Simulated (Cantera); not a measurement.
A perfectly stirred reactor is fed with 18.9 % H2, 13.5 % O2, 67.6 % N2, at 233 Torr; it is held at 1100 K, and followed from long to short residence time.

Model: the H2/O2 subset of GRI-Mech 3.0, which has no nitrogen chemistry, integrated in Cantera. The temperature is held fixed by assumption; the heat of reaction is taken as removed at once.

x: mole fraction; the columns are a selection and need not sum to one.

| τ (s) | x H2 | x O2 | x HO2 | x O | x H2O | x H | x H2O2 |
|---|---|---|---|---|---|---|---|
| 1.2 | 0.000370 | 0.0449 | 7.02e-6 | [?] | 0.208 | 1.11e-5 | 9.06e-7 |
| 0.55 | 0.000609 | 0.0450 | 9.43e-6 | [?] | 0.208 | 2.41e-5 | 1.20e-6 |
| 0.25 | 0.000997 | 0.0452 | 1.20e-5 | [?] | 0.208 | 5.28e-5 | 1.52e-6 |
| 0.11 | 0.00164 | 0.0454 | 1.46e-5 | [?] | 0.207 | 0.000119 | 1.85e-6 |
| 0.049 | 0.00265 | 0.0459 | 1.70e-5 | [?] | 0.206 | 0.000263 | 2.12e-6 |
| 0.022 | 0.00422 | 0.0466 | 1.90e-5 | [?] | 0.204 | 0.000570 | 2.34e-6 |
| 0.0099 | 0.00664 | 0.0477 | 2.08e-5 | [?] | 0.200 | 0.00121 | 2.47e-6 |
| 0.0044 | 0.0104 | 0.0496 | 2.24e-5 | [?] | 0.195 | 0.00255 | 2.53e-6 |
| 0.0020 | 0.0160 | 0.0524 | 2.38e-5 | [?] | 0.187 | 0.00506 | 2.51e-6 |
| 0.00089 | 0.0244 | 0.0569 | 2.54e-5 | [?] | 0.175 | 0.00964 | 2.42e-6 |

### Question
Some entries are withheld; supply them.

### Answer

- 1.2, x O: 2.30e-5
- 0.55, x O: 4.04e-5
- 0.25, x O: 7.05e-5
- 0.11, x O: 0.000124
- 0.049, x O: 0.000212
- 0.022, x O: 0.000354
- 0.0099, x O: 0.000579
- 0.0044, x O: 0.000936
- 0.0020, x O: 0.00146
- 0.00089, x O: 0.00225
